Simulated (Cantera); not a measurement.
Feed: 1 mol SO₂, 8.6 mol H₂, 0.19 mol N₂, 6.2 mol H₂O, equilibrated at 0.100 bar.

Equilibrium computed with Cantera from the NASA thermochemical tables; the gas is ideal and each condensed phase is pure. Candidate condensed phases: H₂O, H₂SO₄, S; 35 gas species. Rates play no part. All values below are at 2500 °C.

Base state: H₂ 0.392, H₂O 0.347, H 0.147, OH 0.0357, SO 0.0254, SO₂ 0.0190, N₂ 0.0104, O 0.00846 (mole fractions); condensed: gas only.

Problem. What changes in the equilibrium state with this change: pressure from 0.100 bar to 1.00 bar?

Solution. 
```tsv
species	before	after
H₂	0.392	0.438
H₂O	0.347	0.428
H	0.147	0.0492
OH	0.0357	0.0132
SO	0.0254	0.0218
N₂	0.0104	0.0115
SO₂	0.0190	0.0180
O	0.00846	0.000934
H₂S	0.000316	0.00274
O₂	0.00301	0.000367
S₂O	9.01e-6	5.99e-5
```

Problem. What changes in the equilibrium state with this change: N₂ from 0.19 to 23 mol?

Solution. 
```json
[
 {"species": "N₂", "before": "0.0104", "after": "0.550"},
 {"species": "H₂", "before": "0.392", "after": "0.164"},
 {"species": "H₂O", "before": "0.347", "after": "0.133"},
 {"species": "SO₂", "before": "0.0190", "after": "0.00775"},
 {"species": "SO", "before": "0.0254", "after": "0.0113"},
 {"species": "OH", "before": "0.0357", "after": "0.0211"},
 {"species": "H", "before": "0.147", "after": "0.0951"},
 {"species": "NO", "before": "0.000488", "after": "0.00324"},
 {"species": "H₂S", "before": "0.000316", "after": "6.41e-5"}
]
```
